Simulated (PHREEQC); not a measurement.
A solution holds 0.0085 mol NH4HF2, 0.03 mol H2SiF6, 0.00014 mol H3PO4 and 0.015 mol H2SO4 per kg of water, at 20 °C. Closed to the air; pH follows from the charge balance.

All values are PHREEQC results (ion-association model, phreeqc.dat), not measurements.

```
quantity                    before     after
------------------------  --------  --------
pH                            1.23      2.17
ionic strength (mol/kgw)     0.114    0.0121
HF (mol/kgw)                0.0167   0.00303
HSO4- (mol/kgw)             0.0104  0.000449
SO4-2 (mol/kgw)            0.00440   0.00104
F- (mol/kgw)              0.000283  0.000364
SI of Quartz (SiO2)          -1.34     +0.51
```

Which change was made?
(A) H3PO4 replaced by K2HPO4 at the same molality
(B) diluted 10-fold with water
(C) 0.00081 mol/kgw KOH added
(D) NH4HF2 left out
(E) H3PO4 replaced by (NH4)2HPO4 at the same molality

B, diluted 10-fold with water

No solid was allowed to form. Some of these states are supersaturated (in Quartz (slow to form), Chalcedony (slow to form), for instance). SiF6-2 is the database's only silicon fluoride.
